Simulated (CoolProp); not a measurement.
Saturation properties of R236FA (Tc = 124.9 °C, pc = 3191 kPa, ω = 0.377).

Computed with CoolProp (reference Helmholtz-energy equation of state, Pan 2012).

| T (°C) | p (kPa) | liquid density (kg/m³) | vapour density (kg/m³) |
|---|---|---|---|
| -54.55 | 5.630 | 1602 | 0.4735 |
| -47.95 | 8.853 | 1583 | 0.7245 |
| -41.35 | 13.48 | 1564 | 1.075 |
| -34.75 | 19.95 | 1546 | 1.553 |
| -28.25 | 28.61 | 1527 | 2.177 |
| -21.65 | 40.30 | 1507 | 3.003 |
| -15.05 | 55.57 | 1488 | 4.060 |
| -8.45 | 75.14 | 1468 | 5.393 |
| -1.85 | 99.81 | 1447 | 7.052 |
| 4.75 | 130.5 | 1426 | 9.089 |

It boils at -1.5 °C under 1 atm.
